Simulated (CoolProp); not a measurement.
Vapour-liquid equilibrium of carbon dioxide (1) + R143a (2) at 253.9 K; x and y are mole fractions of (1).

Values from CoolProp's multi-fluid Helmholtz-energy mixture model, Span 1996 and Lemmon and Jacobsen 2000; pair parameters Bell 2016.

| x | bubble pressure, mixture model (MPa) | bubble pressure, Raoult's law (MPa) | y, mixture model | y, Raoult's law |
|---|---|---|---|---|
| 0.05 | 0.3921 | 0.4087 | 0.198 | 0.247 |
| 0.15 | 0.5525 | 0.5778 | 0.473 | 0.523 |
| 0.25 | 0.7339 | 0.7470 | 0.639 | 0.675 |
| 0.35 | 0.9220 | 0.9161 | 0.741 | 0.770 |
| 0.45 | 1.106 | 1.085 | 0.809 | 0.836 |
| 0.55 | 1.281 | 1.254 | 0.856 | 0.884 |
| 0.65 | 1.446 | 1.424 | 0.893 | 0.920 |
| 0.75 | 1.605 | 1.593 | 0.925 | 0.949 |
| 0.85 | 1.763 | 1.762 | 0.954 | 0.972 |
| 0.95 | 1.928 | 1.931 | 0.984 | 0.992 |

The largest gap from Raoult's law is -4.4 % in bubble pressure, at x = 0.15. No azeotrope shows between x = 0.05 and 0.95.

The pair parameters rest on a limited set of measurements; away from them the model extrapolates. The gap from Raoult's law changes sign with composition, which may be real or a fault of the pair parameters; it wasn't checked against measurements.
